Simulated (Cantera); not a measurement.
What does this Cantera script print?

```python
import numpy as np
import cantera as ct

gas = ct.Solution("gri30.yaml")
gas.TPX = 1700, 500000, {'CH3OH': 1, 'O2': 2.31, 'N2': 27.7}
reactor = ct.IdealGasReactor(gas, energy="on", clone=False)
net = ct.ReactorNet([reactor])
net.rtol, net.atol = 1e-08, 1e-16
show = ['CH3OH', 'O2', 'H2', 'NO', 'H2O', 'CH2O', 'CH3']
times = np.geomspace(9e-06, 2, 14)

steps = ct.SolutionArray(gas, extra=["t"])
rows = []
print(f"{'t/s':>10s}{'T/K':>9s}{'P/Pa':>11s}" + "".join(f"{s:>11s}" for s in show))
for t in times:
    while net.time < t:
        t_next = net.step()
        steps.append(gas.state, t=t_next)
    rows.append([np.interp(t, steps.t, y) for y in (steps.T, steps.P, *steps(*show).X.T)])
    print(f"{t:10.3e}{rows[-1][0]:9.1f}{rows[-1][1]:11.4g}" + "".join(f"{x:11.3e}" for x in rows[-1][2:]))
rate = np.gradient(steps.T, steps.t)
print("integrator steps:", len(steps.t))
if steps.T.max() > steps.T[0] + 200:
    print(f"time of steepest temperature rise: {steps.t[rate.argmax()]:.4e} s")
gas.TPX = 1700, 500000, {'CH3OH': 1, 'O2': 2.31, 'N2': 27.7}
gas.equilibrate("UV")
print(f"equilibrium (UV): T = {gas.T:.1f} K  " + "  ".join(f"{s} {gas[s].X[0]:.3e}" for s in show))
```

Output:

```
       t/s      T/K       P/Pa      CH3OH         O2         H2         NO        H2O       CH2O        CH3
 9.000e-06   1714.6  5.071e+05  2.507e-02  7.094e-02  3.508e-03  5.226e-10  4.133e-03  5.510e-03  2.151e-05
 2.320e-05   2038.0  6.231e+05  1.626e-14  3.422e-02  4.592e-03  8.309e-06  5.098e-02  4.518e-10  1.009e-12
 5.982e-05   2339.8   7.03e+05  7.324e-18  2.675e-02  1.395e-03  7.944e-05  5.910e-02  1.637e-11  5.622e-17
 1.542e-04   2392.3  7.166e+05  5.204e-19  2.570e-02  5.684e-04  1.498e-04  6.114e-02  2.746e-12  4.216e-18
 3.976e-04   2396.1  7.176e+05  3.726e-19  2.555e-02  5.074e-04  2.763e-04  6.131e-02  2.148e-12  3.094e-18
 1.025e-03   2395.3  7.174e+05  3.712e-19  2.540e-02  5.067e-04  5.866e-04  6.131e-02  2.140e-12  3.074e-18
 2.642e-03   2393.4  7.168e+05  3.687e-19  2.504e-02  5.054e-04  1.319e-03  6.133e-02  2.126e-12  3.031e-18
 6.812e-03   2389.5  7.156e+05  3.639e-19  2.431e-02  5.030e-04  2.812e-03  6.136e-02  2.097e-12  2.944e-18
 1.756e-02   2383.9  7.138e+05  3.576e-19  2.328e-02  4.999e-04  4.923e-03  6.141e-02  2.060e-12  2.822e-18
 4.528e-02   2380.4  7.128e+05  3.540e-19  2.263e-02  4.982e-04  6.232e-03  6.144e-02  2.039e-12  2.748e-18
 1.167e-01   2380.0  7.127e+05  3.536e-19  2.256e-02  4.980e-04  6.383e-03  6.145e-02  2.036e-12  2.740e-18
 3.009e-01   2380.0  7.127e+05  3.536e-19  2.256e-02  4.980e-04  6.383e-03  6.145e-02  2.036e-12  2.740e-18
 7.758e-01   2380.0  7.127e+05  3.536e-19  2.256e-02  4.980e-04  6.383e-03  6.145e-02  2.036e-12  2.740e-18
 2.000e+00   2380.0  7.127e+05  3.536e-19  2.256e-02  4.980e-04  6.383e-03  6.145e-02  2.036e-12  2.740e-18
integrator steps: 1711
time of steepest temperature rise: 1.9560e-05 s
equilibrium (UV): T = 2380.0 K  CH3OH 3.734e-19  O2 2.256e-02  H2 4.980e-04  NO 6.383e-03  H2O 6.145e-02  CH2O 2.036e-12  CH3 3.957e-18
```

Computed with Cantera and GRI-Mech 3.0 (53 species, 325 reactions). GRI-Mech 3.0 was tuned for natural gas; its chemistry of methanol as a main component is partial and can be far from experiment.
